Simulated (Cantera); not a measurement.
## Equilibrium for silicon oxide and oxynitride deposition: SiH4 + NO + N2

Feed: 1 mol SiH4, 0.43 mol NO, 26 mol N2, held at 1773 K and 100 Torr.

Equilibrium computed with Cantera from the NASA thermochemical tables; the gas is ideal and each condensed phase is pure. Candidate condensed phases: H2O, Si, SiO2, Si2N2O, Si3N4; 35 gas species. Mutual solubility and eutectic melting of coexisting phases are not modelled. The numbers say what is thermodynamically allowed, not how fast it happens.

The x(N2) is 0.927, the x(H2) is 0.0721 and the x(SiO) is 0.000570. The x(H) is 0.000209, the x(Si) is 2.04e-6 and the n(Si2N2O(s)) is 0.414 mol. The n(Si3N4(s)) is 0.0519 mol and the gas amount is 27.72 mol. The log10 activity of Si(l) (absent) is -0.89.
